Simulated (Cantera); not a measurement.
A Cantera script and its output.

```python
import numpy as np
import cantera as ct

gas = ct.Solution("gri30.yaml")
gas.TPX = 1473, 580, {'H2': 0.024, 'O2': 1, 'N2': 0.4}
reactor = ct.IdealGasConstPressureReactor(gas, energy="off", clone=False)
net = ct.ReactorNet([reactor])
net.rtol, net.atol = 1e-08, 1e-18
show = ['H2', 'O2', 'NO', 'NO2', 'HO2']
times = np.geomspace(0.0002, 60, 15)

steps = ct.SolutionArray(gas, extra=["t"])
rows = []
print(f"{'t/s':>10s}{'T/K':>9s}{'P/Pa':>11s}" + "".join(f"{s:>11s}" for s in show))
for t in times:
    while net.time < t:
        t_next = net.step()
        steps.append(gas.state, t=t_next)
    rows.append([np.interp(t, steps.t, y) for y in (steps.T, steps.P, *steps(*show).X.T)])
    print(f"{t:10.3e}{rows[-1][0]:9.1f}{rows[-1][1]:11.4g}" + "".join(f"{x:11.3e}" for x in rows[-1][2:]))
rate = np.gradient(steps.T, steps.t)
print("integrator steps:", len(steps.t))
if steps.T.max() > steps.T[0] + 200:
    print(f"time of steepest temperature rise: {steps.t[rate.argmax()]:.4e} s")
gas.TPX = 1473, 580, {'H2': 0.024, 'O2': 1, 'N2': 0.4}
gas.equilibrate("TP")
print(f"equilibrium (TP): T = {gas.T:.1f} K  " + "  ".join(f"{s} {gas[s].X[0]:.3e}" for s in show))
```

Output:

```
       t/s      T/K       P/Pa         H2         O2         NO        NO2        HO2
 2.000e-04   1473.0        580  1.685e-02  7.022e-01  6.591e-17  3.844e-23  6.281e-08
 4.923e-04   1473.0        580  1.685e-02  7.022e-01  7.147e-16  1.854e-21  1.543e-07
 1.212e-03   1473.0        580  1.685e-02  7.022e-01  1.102e-14  1.278e-19  3.779e-07
 2.983e-03   1473.0        580  1.661e-02  7.020e-01  1.043e-12  3.867e-17  8.269e-07
 7.344e-03   1473.0        580  3.731e-04  6.869e-01  1.098e-09  1.904e-14  2.521e-07
 1.808e-02   1473.0        580  1.434e-04  6.866e-01  6.248e-09  1.254e-13  2.234e-07
 4.450e-02   1473.0        580  1.414e-04  6.868e-01  1.930e-08  3.925e-13  2.220e-07
 1.095e-01   1473.0        580  1.367e-04  6.872e-01  5.092e-08  1.055e-12  2.185e-07
 2.697e-01   1473.0        580  1.260e-04  6.882e-01  1.220e-07  2.631e-12  2.102e-07
 6.638e-01   1473.0        580  1.041e-04  6.903e-01  2.635e-07  6.228e-12  1.916e-07
 1.634e+00   1473.0        580  6.876e-05  6.935e-01  4.900e-07  1.408e-11  1.549e-07
 4.022e+00   1473.0        580  3.161e-05  6.968e-01  7.563e-07  3.111e-11  1.007e-07
 9.902e+00   1473.0        580  9.825e-06  6.987e-01  9.824e-07  7.074e-11  5.176e-08
 2.437e+01   1473.0        580  2.435e-06  6.994e-01  1.130e-06  1.868e-10  3.113e-08
 6.000e+01   1473.0        580  6.593e-07  6.996e-01  1.216e-06  5.620e-10  3.586e-08
integrator steps: 1213
equilibrium (TP): T = 1473.0 K  H2 3.506e-07  O2 6.990e-01  NO 1.175e-03  NO2 9.476e-07  HO2 4.463e-08
```

Detailed kinetics in Cantera: GRI-Mech 3.0 (53 species, 325 reactions). Radical loss at walls, strong at low pressure, is not modelled.
